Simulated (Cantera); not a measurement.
An isothermal plug-flow reactor at 900 K and 675 Torr (inlet), inlet velocity 0.2 m/s, active area per volume 9000 1/m; feed 0.789 % CH4, 14.9 % O2, 84.3 % N2.

Model: Deutschmann's 1995 Pt surface mechanism with GRI-Mech 3.0 gas chemistry, integrated in Cantera. Catalytic surfaces can have several steady states; this one follows from the mechanism file's or the stated starting coverage. Mass transfer to the wall is taken as infinitely fast.

One state of this run: x CH4 = 0.00396; x O2 = 0.141; x H2O = 0.00787; x CO2 = 0.00393; x CO = 1.07e-6; θ free Pt = 0.0941; θ O* = 0.904; θ OH* = 0.00163. x: gas mole fraction; θ: surface coverage.

Problem. Which value of z (m) does it belong to?
(A) 0.00035
(B) 0.00018
(C) 0.0013
(D) 0.0025

Solution. C, 0.0013
